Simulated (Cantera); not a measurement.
Charge: 1 mol borazine, 4.7 mol H2O, 0.064 mol O2, held at 1800 °C and 0.330 bar.

Equilibrium computed with Cantera from the NASA thermochemical tables; the gas is ideal and each condensed phase is pure. Candidate condensed phases: B, BN, B2O3, B3O3H3, H2O; 39 gas species. The feed counts by its element totals alone. Equilibrium is a limit: real reactors are often held back by kinetics, nucleation or transport.

Base state: H2 0.645, N2 0.140, HBO2 0.0846, B2O3 0.0743, HBO 0.0344, H2O 0.0112, B2O2 0.00450, H 0.00368 (mole fractions); condensed: gas only.

What changes in the equilibrium state with this change: temperature from 1800 °C to 2077 °C?


| species | before | after |
|---|---|---|
| H2 | 0.645 | 0.617 |
| N2 | 0.140 | 0.138 |
| HBO2 | 0.0846 | 0.0854 |
| H | 0.00368 | 0.0171 |
| B2O3 | 0.0743 | 0.0627 |
| BO | 0.00266 | 0.0126 |
| H2O | 0.0112 | 0.0195 |
| HBO | 0.0344 | 0.0421 |
| OH | 7.30e-6 | 9.30e-5 |
| BO2 | 6.63e-5 | 0.000489 |
| B2O2 | 0.00450 | 0.00503 |
